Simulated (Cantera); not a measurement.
## Thermodynamics of silicon oxide and oxynitride deposition, feed SiCl4 + O2 + H2

Input: 1 mol SiCl4, 0.055 mol O2, 1.3 mol H2, held at 1.00 bar.

These are equilibrium values from Cantera (NASA tables, ideal gas, pure condensed phases), not measurements of a reactor. Candidate condensed phases: H2O, Si, SiO2; 30 gas species. The tables' values for SiCl3 are old estimates; treat these amounts as uncertain. The numbers say what is thermodynamically allowed, not how fast it happens.

```csv
T (K),x H2,x SiCl4,x HCl,x SiHCl3,x SiCl3,x SiH2Cl2,x SiCl2,n SiO2(α-quartz),n SiO2(β-quartz)
775,0.504,0.400,0.0948,0.00138,7.97e-7,3.65e-7,2.26e-10,0.0550,0
800,0.503,0.399,0.0953,0.00191,1.86e-6,7.35e-7,9.63e-10,0.0550,0
825,0.503,0.399,0.0960,0.00258,4.11e-6,1.41e-6,3.74e-9,0.0550,0
850,0.502,0.398,0.0969,0.00342,8.64e-6,2.59e-6,1.33e-8,0,0.0550
875,0.501,0.397,0.0979,0.00444,1.73e-5,4.55e-6,4.38e-8,0,0.0550
900,0.500,0.396,0.0991,0.00566,3.33e-5,7.69e-6,1.34e-7,0,0.0550
925,0.498,0.394,0.101,0.00709,6.15e-5,1.25e-5,3.81e-7,0,0.0550
950,0.496,0.392,0.102,0.00873,0.000110,1.97e-5,1.02e-6,0,0.0550
```
x: gas mole fraction; n: condensed amount in mol.

From 775 K to 825 K the condensed part is SiO2(α-quartz). From 850 K to 950 K the condensed part is SiO2(β-quartz). The main Si-bearing gas is SiCl4 throughout.
